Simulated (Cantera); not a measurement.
A closed system holds: 1 mol CuO, 2.4 mol H2, a varied amount of N2, at 602 °C and 82.0 Pa.

Equilibrium computed with Cantera from the NASA thermochemical tables; the gas is ideal and each condensed phase is pure. Candidate condensed phases: Cu, CuO, Cu(OH)2, Cu2O, H2O; 27 gas species. Kinetics and transport are ignored.

x: gas mole fraction; n: condensed amount in mol.

| n(N2) (mol) | x N2 | x H2 | x H2O | x NH3 | x H | n Cu(s) |
|---|---|---|---|---|---|---|
| 0.79 | 0.248 | 0.439 | 0.313 | 1.77e-7 | 1.16e-9 | 1.00 |
| 2.5 | 0.510 | 0.286 | 0.204 | 1.33e-7 | 9.36e-10 | 1.00 |
| 4.2 | 0.636 | 0.212 | 0.152 | 9.53e-8 | 8.07e-10 | 1.00 |
| 5.9 | 0.711 | 0.169 | 0.120 | 7.14e-8 | 7.19e-10 | 1.00 |
| 7.6 | 0.760 | 0.140 | 0.100 | 5.58e-8 | 6.55e-10 | 1.00 |
| 9.3 | 0.795 | 0.120 | 0.0855 | 4.51e-8 | 6.06e-10 | 1.00 |
| 11 | 0.821 | 0.104 | 0.0746 | 3.74e-8 | 5.66e-10 | 1.00 |
| 13 | 0.844 | 0.0909 | 0.0649 | 3.08e-8 | 5.28e-10 | 1.00 |
| 14 | 0.854 | 0.0854 | 0.0610 | 2.82e-8 | 5.12e-10 | 1.00 |
| 16 | 0.870 | ? | ? | ? | 4.83e-10 | 1.00 |
| 18 | 0.882 | 0.0686 | 0.0490 | 2.06e-8 | 4.59e-10 | 1.00 |
| 19 | 0.888 | 0.0654 | 0.0467 | 1.93e-8 | 4.48e-10 | 1.00 |

Task: Fill in the missing entries.

Result: 
- 16, x H2: 0.0761
- 16, x H2O: 0.0543
- 16, x NH3: 2.39e-8
